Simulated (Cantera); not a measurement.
Input: 1 mol PbO, 0.9 mol H₂, 2.1 mol N₂, 0.6 mol O₂, equilibrated at 25.0 mbar.

These are equilibrium values from Cantera (NASA tables, ideal gas, pure condensed phases), not measurements of a reactor. Candidate condensed phases: H₂O, Pb, PbO, PbO₂, Pb₃O₄; 27 gas species. The numbers say what is thermodynamically allowed, not how fast it happens.

Question: At 1075 K, list the 4 most abundant gas species with their mole fractions, and the condensed phases.

Answer: N₂ 0.667, H₂O 0.286, O₂ 0.0476, PbO 0.000123. Condensed: PbO(yellow).
